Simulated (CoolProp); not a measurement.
o-xylene at 298.15 K and 1.55 MPa flows at 2.3 m/s in a round tube of 100 mm bore and 0.25 µm roughness, fully developed (64/Re and Nu = 3.66 if laminar; Colebrook and Gnielinski if turbulent). Each further row changes one setting.

Computed with CoolProp (reference Helmholtz-energy equation of state, Zhou 2012).

| case | Reynolds number | Darcy friction factor | pressure drop (Pa/m) | heat-transfer coefficient (W/(m² K)) | mass flow (kg/h) |
|---|---|---|---|---|---|
| as stated | 263000 | ___ | 345 | 2160 | ___ |
| velocity 4.6 m/s | 526000 | 0.0131 | ___ | ___ | ___ |
| diameter 200 mm | 526000 | 0.0131 | ___ | ___ | ___ |

Fill in the missing entries.


- as stated, Darcy friction factor: 0.0149
- as stated, mass flow (kg/h): 57000
- velocity 4.6 m/s, pressure drop (Pa/m): 1210
- velocity 4.6 m/s, heat-transfer coefficient (W/(m² K)): 3980
- velocity 4.6 m/s, mass flow (kg/h): 114000
- diameter 200 mm, pressure drop (Pa/m): 151
- diameter 200 mm, heat-transfer coefficient (W/(m² K)): 1990
- diameter 200 mm, mass flow (kg/h): 228000

Viscosity comes from a separate model (Cao 2016). Thermal conductivity comes from a separate model (Mylona 2014).
